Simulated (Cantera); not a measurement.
A Cantera script and its output.

```python
import numpy as np
import cantera as ct

gas = ct.Solution("gri30.yaml")
gas.TPX = 1775, 42000, {'CH4': 1, 'H2': 1.4}
reactor = ct.IdealGasConstPressureReactor(gas, energy="off", clone=False)
net = ct.ReactorNet([reactor])
net.rtol, net.atol = 1e-08, 1e-18
show = ['CH4', 'H2', 'CH2', 'CH3', 'C2H6', 'H']
times = np.geomspace(2e-06, 2, 9)

steps = ct.SolutionArray(gas, extra=["t"])
rows = []
print(f"{'t/s':>10s}{'T/K':>9s}{'P/Pa':>11s}" + "".join(f"{s:>11s}" for s in show))
for t in times:
    while net.time < t:
        t_next = net.step()
        steps.append(gas.state, t=t_next)
    rows.append([np.interp(t, steps.t, y) for y in (steps.T, steps.P, *steps(*show).X.T)])
    print(f"{t:10.3e}{rows[-1][0]:9.1f}{rows[-1][1]:11.4g}" + "".join(f"{x:11.3e}" for x in rows[-1][2:]))
rate = np.gradient(steps.T, steps.t)
print("integrator steps:", len(steps.t))
if steps.T.max() > steps.T[0] + 200:
    print(f"time of steepest temperature rise: {steps.t[rate.argmax()]:.4e} s")
gas.TPX = 1775, 42000, {'CH4': 1, 'H2': 1.4}
gas.equilibrate("TP")
print(f"equilibrium (TP): T = {gas.T:.1f} K  " + "  ".join(f"{s} {gas[s].X[0]:.3e}" for s in show))
```

Result:

```
       t/s      T/K       P/Pa        CH4         H2        CH2        CH3       C2H6          H
 2.000e-06   1775.0    4.2e+04  4.166e-01  5.833e-01  1.278e-10  4.029e-05  2.388e-09  4.254e-06
 1.125e-05   1775.0    4.2e+04  4.164e-01  5.834e-01  6.199e-09  2.317e-04  4.596e-07  1.757e-05
 6.325e-05   1775.0    4.2e+04  4.150e-01  5.837e-01  1.633e-07  1.189e-03  5.462e-05  8.506e-05
 3.557e-04   1775.0    4.2e+04  4.016e-01  5.905e-01  8.936e-07  2.938e-03  6.246e-04  2.200e-04
 2.000e-03   1775.0    4.2e+04  3.213e-01  6.423e-01  8.052e-07  2.486e-03  4.460e-04  2.514e-04
 1.125e-02   1775.0    4.2e+04  1.503e-01  7.543e-01  4.698e-07  1.259e-03  1.074e-04  3.156e-04
 6.325e-02   1775.0    4.2e+04  3.558e-02  8.292e-01  1.595e-07  3.350e-04  7.293e-06  3.875e-04
 3.557e-01   1775.0    4.2e+04  9.654e-03  8.461e-01  5.085e-08  9.505e-05  8.483e-07  4.127e-04
 2.000e+00   1775.0    4.2e+04  8.612e-03  8.467e-01  4.579e-08  8.497e-05  7.387e-07  4.139e-04
integrator steps: 1070
equilibrium (TP): T = 1775.0 K  CH4 8.612e-03  H2 8.467e-01  CH2 4.579e-08  CH3 8.498e-05  C2H6 7.387e-07  H 4.139e-04
```

Model: GRI-Mech 3.0 (53 species, 325 reactions), integrated in Cantera. GRI-Mech 3.0 stops at C3 and has no aromatics, soot or wall deposition, so with more carbon than oxygen in the feed, carbon stays in small species such as C2H2 where larger ones or solid carbon would form.
